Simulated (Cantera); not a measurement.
Input: 1 mol Si3N4, 0.15 mol CO2, 1.3 mol N2, held at 0.133 bar.

Cantera equilibrium calculation (NASA polynomials, part measured and part estimated; ideal gas, pure solids and liquids). Candidate condensed phases: C, Si, SiC, SiO2, Si2N2O, Si3N4; 34 gas species. Mutual solubility and eutectic melting of coexisting phases are not modelled. Rates play no part. All values below are at 1700 K.

Base state: N2 0.998, CO 0.00212, SiO 0.000105 (mole fractions); condensed: SiC(s) + Si2N2O(s) + Si3N4(s).

Question: What changes in the equilibrium state with this change: CO2 from 0.15 to 2.6 mol?

Answer: 
```csv
species,before,after
CO,0.00212,0.542
N2,0.998,0.453
SiO,0.000105,0.00473
CO2,<1e-9,6.94e-5
"SiC(s), mol",0.147,0
"Si2N2O(s), mol",0.297,1.13
"Si3N4(s), mol",0.753,0
"SiO2(condensed), mol",0,0.726
```
The tables hold silica as quartz up to 1696 K and as liquid above; real silica turns to tridymite and cristobalite and melts near 1996 K.
